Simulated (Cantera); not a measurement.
Input: 1 mol Si, 5.8 mol HCl, held at 750 °C and 5.50e-5 bar.

These are equilibrium values from Cantera (NASA tables, ideal gas, pure condensed phases), not measurements of a reactor. Candidate condensed phases: Si; 19 gas species. The tables' values for SiCl3 are old estimates; treat these amounts as uncertain. Rates play no part.

Base state: H2 0.399, HCl 0.395, SiCl4 0.189, SiCl3 0.00802, SiCl2 0.00719, SiHCl3 0.00162 (mole fractions); condensed: gas only.

Q: What changes in the equilibrium state with this change: pressure from 5.50e-5 bar to 0.990 bar?

A: 
| species | before | after |
|---|---|---|
| H2 | 0.399 | 0.415 |
| HCl | 0.395 | 0.377 |
| SiCl4 | 0.189 | 0.206 |
| SiCl2 | 0.00719 | 4.96e-7 |
| SiCl3 | 0.00802 | 6.96e-5 |
| SiHCl3 | 0.00162 | 0.00192 |
